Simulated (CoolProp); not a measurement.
Vapour-liquid equilibrium of ethylene (1) + propylene (2) at 0.039 MPa; x and y are mole fractions of (1).

Computed with CoolProp (multi-fluid Helmholtz-energy mixture model, Smukala 2000 and Lemmon 2013; pair parameters Bell 2016).

| x | bubble temperature, mixture model (°C) | bubble temperature, Raoult's law (°C) | y, mixture model | y, Raoult's law |
|---|---|---|---|---|
| 0.05 | ? | -77.2 | 0.503 | 0.492 |
| 0.15 | -91.4 | -90.2 | 0.825 | 0.812 |
| 0.25 | -99.2 | -97.9 | 0.915 | 0.908 |
| 0.35 | -104.3 | -103.1 | 0.952 | 0.948 |
| 0.45 | -107.9 | -106.9 | 0.970 | 0.969 |
| 0.55 | -110.7 | -109.9 | 0.981 | 0.981 |
| 0.65 | ? | -112.4 | 0.987 | 0.988 |
| 0.75 | -114.7 | -114.4 | ? | 0.993 |
| 0.85 | ? | -116.2 | 0.996 | 0.997 |
| 0.95 | -117.7 | -117.7 | 0.999 | 0.999 |

What belongs in the gaps?


- 0.05, bubble temperature, mixture model (°C): -77.7
- 0.65, bubble temperature, mixture model (°C): -112.8
- 0.75, y, mixture model: 0.992
- 0.85, bubble temperature, mixture model (°C): -116.3

The largest gap from Raoult's law is -1.3 K in bubble temperature, at x = 0.25. No azeotrope shows between x = 0.05 and 0.95.

The pair parameters rest on a limited set of measurements; away from them the model extrapolates.
